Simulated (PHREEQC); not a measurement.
Solution (40 °C): 0.0052 mol AgF, 0.0022 mol HF and 0.03 mol Na2SO4 per kg of water. Closed to the air; pH follows from the charge balance.

Model: ion-association model, wateq4f.dat, run in PHREEQC.

Task: The ionic strength comes out as 0.0871 mol/kgw. What activity coefficients do Ag+, SO4-2, HSO4-, NaSO4-, Na+ get?

Result: Ag+ 0.78, SO4-2 0.38, HSO4- 0.78, NaSO4- 0.79, Na+ 0.79.

Precipitation was switched off in this run. Species that the database lacks are ignored. Constants without temperature data keep their 25 °C values here.
